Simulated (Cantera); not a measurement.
What does this Cantera script print?

```python
import numpy as np
import cantera as ct

gas = ct.Solution("gri30.yaml")


def delay(T, t_max=10):
    gas.TPX = T, 100000, {'CH4': 0.34, 'O2': 0.909, 'N2': 3.42}
    reactor = ct.IdealGasConstPressureReactor(gas, clone=False)
    net = ct.ReactorNet([reactor])
    net.rtol, net.atol = 1e-8, 1e-16
    while net.time < t_max:
        t_old, T_old = net.time, reactor.T
        net.step()
        if reactor.T > T + 400:  # ignition: a rise of 400 K
            return t_old + (T + 400 - T_old) / (reactor.T - T_old) * (net.time - t_old)
    return np.nan


taus = []
for T in [1200, 1275, 1350, 1425, 1500, 1575, 1650, 1725, 1800, 1875]:
    taus.append(delay(T))
    print(f"T0 = {T:6g} K   tau = {taus[-1]:.4e} s")
```

It prints:

```
T0 =   1200 K   tau = 3.9372e-02 s
T0 =   1275 K   tau = 1.4014e-02 s
T0 =   1350 K   tau = 5.4217e-03 s
T0 =   1425 K   tau = 2.2853e-03 s
T0 =   1500 K   tau = 1.0558e-03 s
T0 =   1575 K   tau = 5.3519e-04 s
T0 =   1650 K   tau = 2.9511e-04 s
T0 =   1725 K   tau = 1.7452e-04 s
T0 =   1800 K   tau = 1.0922e-04 s
T0 =   1875 K   tau = 7.1595e-05 s
```

Cantera simulation using GRI-Mech 3.0 (53 species, 325 reactions); the numbers are that mechanism's predictions, not measurements.
